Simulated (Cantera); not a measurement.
Input: 1 mol Si2H6, 0.28 mol CO2, 13 mol N2, held at 0.00210 bar.

Equilibrium computed with Cantera from the NASA thermochemical tables; the gas is ideal and each condensed phase is pure. Candidate condensed phases: C, C6H6, C7H8, C8H18, H2O, Si, SiC, SiO2, Si2N2O, Si3N4; 151 gas species. The feed counts by its element totals alone. N2 is the only nitrogen source here; it is nearly inert below about 1500 K, so the nitride shown seldom forms there in practice. Equilibrium is a limit: real reactors are often held back by kinetics, nucleation or transport. All values below are at 873 K.

Base state: N2 0.798, H2 0.202, CH4 3.84e-5 (mole fractions); condensed: C(graphite) + Si2N2O(s) + Si3N4(s).

Q: What changes in the equilibrium state with this change: pressure from 0.00210 bar to 0.530 bar?

A: 
```json
[
 {"species": "N2", "before": "0.798", "after": "0.805"},
 {"species": "H2", "before": "0.202", "after": "0.187"},
 {"species": "CH4", "before": "3.84e-5", "after": "0.00831"},
 {"species": "NH3", "before": "2.58e-7", "after": "5.83e-5"},
 {"species": "C(graphite), mol", "before": "0.279", "after": "0.158"},
 {"species": "Si2N2O(s), mol", "before": "0.560", "after": "0.560"},
 {"species": "Si3N4(s), mol", "before": "0.293", "after": "0.293"}
]
```
